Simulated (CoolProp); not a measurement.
Values from CoolProp's reference Helmholtz-energy equation of state, Lemmon 2006. It is a short technical equation, of lower accuracy than the large ones.

Q: For carbon monoxide, give the phase and the Joule-Thomson coefficient (K/MPa) at 249.7 K and 17.1 bar.

A: 
- 249.7 K and 17.1 bar: gas; Joule-Thomson coefficient 3.39
